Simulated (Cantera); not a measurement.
Input: 1 mol Al2O3, 0.18 mol O2, at 1600 °C and 0.443 Torr.

Method: chemical equilibrium by Gibbs-energy minimisation in Cantera with the NASA 1993 tables (ideal gas, pure condensed phases). Candidate condensed phases: Al, Al2O3; 9 gas species. Equilibrium is a limit: real reactors are often held back by kinetics, nucleation or transport.

Base state: O2 0.990, O 0.00968 (mole fractions); condensed: Al2O3(s).

### Question
What changes in the equilibrium state with this change: pressure from 0.443 Torr to 75.0 Torr?

### Answer
```tsv
species	before	after
O2	0.990	0.999
O	0.00968	0.000747
Al2O3(s), mol	1.00	1.00
```

### Question
What changes in the equilibrium state with this change: pressure from 0.443 Torr to 0.195 Torr?

### Answer
```csv
species,before,after
O2,0.990,0.985
O,0.00968,0.0146
"Al2O3(s), mol",1.00,1.00
```
